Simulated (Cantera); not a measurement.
What does this Cantera script print?

```python
import numpy as np
import cantera as ct

gas = ct.Solution("gri30.yaml")
gas.TP = 300, 59000
flame = ct.CounterflowDiffusionFlame(gas, width=0.02)
flame.fuel_inlet.X, flame.fuel_inlet.T = {'C3H8': 1}, 573
flame.oxidizer_inlet.X, flame.oxidizer_inlet.T = {'O2': 0.17, 'N2': 0.83}, 800
flame.set_refine_criteria(ratio=3, slope=0.12, curve=0.24, prune=0.03)
show = ['OH', 'H', 'NO', 'CO', 'C2H2']

rows = []
print(f"{'mdot':>8s}{'a_max':>10s}{'a_mean':>10s}{'Tmax/K':>9s}" + "".join(f"{s:>11s}" for s in show) + "   (peak mole fractions)")
for i, mdot in enumerate([0.15, 0.21, 0.29, 0.4, 0.56, 0.78, 1.1, 1.5, 2.1]):  # kg/m2/s on the oxidiser side
    flame.oxidizer_inlet.mdot, flame.fuel_inlet.mdot = mdot, 1.6 * mdot
    flame.solve(loglevel=0, auto=(i == 0))
    if flame.T.max() < max(573, 800) + 100:
        print(f"{mdot:8.3g}  no burning solution found from the previous one")
        break
    dT = np.abs(np.gradient(flame.T, flame.grid))
    rows.append([flame.strain_rate("max"), flame.strain_rate("mean"), flame.T.max(),
                 *(flame.X[gas.species_index(s)].max() for s in show), max(dT[0], dT[-1]) / dT.max()])
    print(f"{mdot:8.3g}{rows[-1][0]:10.1f}{rows[-1][1]:10.1f}{rows[-1][2]:9.1f}" + "".join(f"{x:11.3e}" for x in rows[-1][3:-1]))
```

Output:

```
    mdot     a_max    a_mean   Tmax/K         OH          H         NO         CO       C2H2   (peak mole fractions)
    0.15     261.3      51.4   1998.3  6.776e-03  5.828e-03  2.282e-04  6.077e-02  3.829e-02
    0.21     358.0      72.0   1978.0  6.652e-03  6.110e-03  2.051e-04  6.055e-02  3.629e-02
    0.29     484.0      99.5   1961.7  6.543e-03  6.395e-03  1.830e-04  6.086e-02  3.456e-02
     0.4     651.8     137.2   1940.0  6.325e-03  6.586e-03  1.566e-04  6.126e-02  3.227e-02
    0.56     890.4     192.1   1916.4  6.055e-03  6.717e-03  1.283e-04  6.220e-02  2.969e-02
    0.78    1212.5     267.5   1886.7  5.670e-03  6.695e-03  9.782e-05  6.365e-02  2.634e-02
     1.1    1669.8     377.3   1848.2  5.126e-03  6.448e-03  6.621e-05  6.587e-02  2.218e-02
     1.5    2225.7     514.4   1801.0  4.449e-03  5.880e-03  3.885e-05  6.830e-02  1.740e-02
     2.1    3001.1     720.2   1703.0  3.139e-03  4.222e-03  1.063e-05  6.937e-02  9.269e-03
```

Computed with Cantera and GRI-Mech 3.0 (53 species, 325 reactions). GRI-Mech 3.0 was tuned for natural gas; its chemistry of propane as a main component is partial and can be far from experiment. GRI-Mech 3.0 has no aromatics or soot, which form on the fuel side of real flames. The maximum strain rate includes the flame's own expansion and is several times the mean.
